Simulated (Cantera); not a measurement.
Cantera run:

```python
import numpy as np
import cantera as ct

gas_names = [...]  # 127 gases of nasa_gas.yaml made of C, Fe, H, O, S
cond_names = """
    C(gr) C6H6(L) C7H8(L) C8H18(L),n-octa Fe(a) Fe(c) Fe(d) Fe(L) FeC5O5(L) FeO(s) FeO(L) Fe(OH)2(s)
    Fe(OH)3(s) FeS(a) FeS(b) FeS(c) FeS(L) FeSO4(s) FeS2(s) Fe2O3(s) Fe2S3O12(s) Fe3O4(s) H2O(s) H2O(L)
    H2SO4(L) S(cr1) S(cr2) S(L)
""".split()


# ... load() reads the species with a 1 bar reference pressure and builds the phases ...
atoms = {
    'FeS2': {'Fe': 1, 'S': 2},
    'H2S': {'H': 2, 'S': 1},
    'CO2': {'C': 1, 'O': 2},
}
top_T = {'C(gr)': 4500, 'FeSO4(s)': 950, 'FeS2(s)': 1010, 'Fe2O3(s)': 1830, 'Fe2S3O12(s)': 1100, 'Fe3O4(s)': 1870}  # K; cautious upper limits of use, not melting points


# ... equilibrate(T, P, feed) seeds the gas with the atoms and calls Mixture.equilibrate('TP', solver="vcs", rtol=1e-11, max_steps=5000) ...
results = []
T = 1498.15  # K
P = 2100  # Pa
for m in [0.43, 0.57, 0.75, 0.99, 1.3, 1.7, 2.3, 3, 4]:
    feed = {'FeS2': 1, 'H2S': m, 'CO2': 5.5}  # mol
    mix = equilibrate(T, P, feed)
    results.append((T, P, feed, dict(zip(mix.species_names, mix.species_moles))))

top = {s: max(r[3][s] / sum(r[3][g] for g in gas_names) for r in results) for s in gas_names}
cols = sorted((s for s in top if top[s] > 0.001), key=lambda s: -top[s])[:7]
seen = [c for c in cond_names if any(r[3].get(c, 0) > 1e-12 for r in results)]
print("log10 of partial pressures in bar; condensed amounts in mol")
print(f"{'n(H2S)':>10s}" + "".join(f"{s[:9]:>10s}" for s in cols + seen))
for T, P, feed, n in results:
    ng = sum(n[g] for g in gas_names)
    print(f"{feed['H2S']:10.4g}" + "".join(f"{np.log10(max(n[s] / ng * P / 1e5, 1e-99)):10.3f}" for s in cols)
          + "".join(f"{n.get(c, 0):10.4g}" for c in seen))
```

It prints:

```
log10 of partial pressures in bar; condensed amounts in mol
    n(H2S)       CO2        CO       H2O        S2        H2       SO2       H2S    FeO(s)    FeS(L)
      0.43    -1.995    -2.227    -3.004    -2.741    -3.647    -2.758    -4.454    0.4738    0.5262
      0.57    -2.005    -2.235    -2.891    -2.745    -3.532    -2.764    -4.341     0.359    0.6409
      0.75    -2.017    -2.245    -2.783    -2.749    -3.423    -2.771    -4.233    0.2114    0.7886
      0.99    -2.033    -2.258    -2.678    -2.755    -3.314    -2.780    -4.128    0.0144    0.9856
       1.3    -2.073    -2.255    -2.593    -2.685    -3.187    -2.831    -3.965         0         1
       1.7    -2.124    -2.253    -2.520    -2.613    -3.060    -2.901    -3.803         0         1
       2.3    -2.195    -2.253    -2.449    -2.538    -2.919    -3.005    -3.623         0         1
         3    -2.274    -2.258    -2.400    -2.478    -2.796    -3.123    -3.471         0         1
         4    -2.378    -2.268    -2.364    -2.422    -2.666    -3.283    -3.313         0         1
```

Equilibrium computed with Cantera from the NASA thermochemical tables; the gas is ideal and each condensed phase is pure. Metal and sulfide melt together well below either melting point, which pure phases cannot show. Mutual solubility and eutectic melting of coexisting phases are not modelled. The tables' stoichiometric FeO is somewhat more stable than real wüstite, so its field is too wide. FeO, FeS: taken at fixed stoichiometry.
